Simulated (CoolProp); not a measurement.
The fluid at 293.15 K and 0.205 MPa is compressed adiabatically to 0.694 MPa with isentropic efficiency 1. The same conditions are run with several fluids, on thermodynamics alone (safety and materials aside).

The numbers come from the reference Helmholtz-energy equation of state of each fluid (c-C4F8 (RC318): Platzer 1990; CH2F2 (R32): Tillner-Roth 1997; oxygen: Schmidt 1985; R227EA: Lemmon 2016; CF4 (R14): Platzer 1990) in CoolProp. The equations of Platzer and Polt are older, rougher fits.

| fluid | work (kJ/kg) | final temperature (K) | final phase | final density (kg/m³) |
|---|---|---|---|---|
| c-C4F8 (RC318) | 13.5 | 325.7 | two-phase, vapour fraction 0.924 | 67.5 |
| CH2F2 (R32) | 62.2 | 368.5 | gas | 12.3 |
| oxygen | ___ | 412.7 | gas | 6.47 |
| R227EA | 16.4 | 320.9 | gas | ___ |
| CF4 (R14) | ___ | 345.0 | gas | ___ |

Question: Fill in the missing entries.

Answer: 
- oxygen, work (kJ/kg): 111
- R227EA, final density (kg/m³): 52.9
- CF4 (R14), work (kJ/kg): 36.3
- CF4 (R14), final density (kg/m³): 21.6

Above 300 K oxygen's equation is extrapolated.
